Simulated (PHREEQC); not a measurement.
Dissolve 0.0024 mol H2SO4, 0.00037 mol CuSO4 and 6.9e-05 mol MgSO4 per kg of water at 25 °C. Closed to the air; pH follows from the charge balance.

Computed with PHREEQC (ion-association model, phreeqc.dat).

Each row changes one thing in this solution. No solid was allowed to form.

| case | pH | ionic strength (mol/kgw) | SO4-2 (mol/kgw) | HSO4- (mol/kgw) | Cu+2 (mol/kgw) | CuSO4 (mol/kgw) |
|---|---|---|---|---|---|---|
| as made | 2.41 | 0.00740 | 0.00214 | 0.000617 | 0.000304 | 6.59e-5 |
| diluted 100-fold with water | 4.33 | 8.92e-5 | 2.82e-5 | 1.26e-7 | 3.68e-6 | 1.94e-8 |
| H2SO4 from 0.0024 to 0.00216 mol/kgw | (withheld) | 0.00688 | 0.00200 | 0.000527 | 0.000307 | 6.33e-5 |
| H2SO4 from 0.0024 to 0.0048 mol/kgw | 2.15 | 0.0123 | 0.00343 | 0.00171 | 0.000286 | 8.37e-5 |
| CuSO4 from 0.00037 to 0.000555 mol/kgw | (withheld) | 0.00795 | (withheld) | (withheld) | (withheld) | 0.000102 |

Problem. Fill in the missing entries.

Solution. 
- H2SO4 from 0.0024 to 0.00216 mol/kgw, pH: 2.46
- CuSO4 from 0.00037 to 0.000555 mol/kgw, pH: 2.42
- CuSO4 from 0.00037 to 0.000555 mol/kgw, SO4-2 (mol/kgw): 0.00227
- CuSO4 from 0.00037 to 0.000555 mol/kgw, HSO4- (mol/kgw): 0.000642
- CuSO4 from 0.00037 to 0.000555 mol/kgw, Cu+2 (mol/kgw): 0.000453
